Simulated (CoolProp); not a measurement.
1,2-dichloroethane at 298.15 K and 0.00487 MPa is compressed adiabatically to 0.0389 MPa with isentropic efficiency 0.6. Each further row changes one setting.

Model: reference Helmholtz-energy equation of state, Thol 2015, in CoolProp.

| case | work (kJ/kg) | final temperature (K) | final density (kg/m³) |
|---|---|---|---|
| as stated | … | … | … |
| efficiency 1 | … | 366.1 | … |
| efficiency 0.65 | … | … | … |

Task: Fill in the missing entries.

Result: 
- as stated, work (kJ/kg): 95.9
- as stated, final temperature (K): 407.9
- as stated, final density (kg/m³): 1.14
- efficiency 1, work (kJ/kg): 57.5
- efficiency 1, final density (kg/m³): 1.28
- efficiency 0.65, work (kJ/kg): 88.5
- efficiency 0.65, final temperature (K): 400.0
- efficiency 0.65, final density (kg/m³): 1.17
